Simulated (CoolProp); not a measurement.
A single-stage vapour-compression cycle with the fluid: evaporating at 265.15 K (dew point), condensing at 324.15 K (bubble point), superheat 5 K, subcooling 0 K, compressor efficiency 0.9, no pressure losses. The same conditions are run with several fluids, on thermodynamics alone (safety and materials aside).

Values from CoolProp's reference Helmholtz-energy equation of state of each fluid (R22: Kamei 1995; isobutane: Bücker 2006; CH2F2 (R32): Tillner-Roth 1997; R142b: Lemmon 2006; n-perfluoropentane: Gao 2022; R410A: Lemmon 2003). Blends and air are pseudo-pure fits.

Q: Rank R22, isobutane, CH2F2 (R32), R142b, n-perfluoropentane, R410A by cooling COP, highest first.

A: R142b (3.11), isobutane (2.96), R22 (2.93), CH2F2 (R32) (2.77), R410A (2.58), n-perfluoropentane (2.27)

| fluid | pressure ratio | discharge temperature (K) | refrigerating effect (kJ/kg) | volumetric capacity (kJ/m³) |
|---|---|---|---|---|
| R22 | 5.22 | 361.1 | 141 | 2250 |
| isobutane | 6.00 | 327.1 | 227 | 718 |
| CH2F2 (R32) | 5.15 | 382.7 | 219 | 3610 |
| R142b | 6.60 | 338.2 | 149 | 738 |
| n-perfluoropentane | 10.4 | 324.1 | 43.2 | 114 |
| R410A | 5.12 | 358.9 | 136 | 3090 |

The compression ends wet for: n-perfluoropentane.
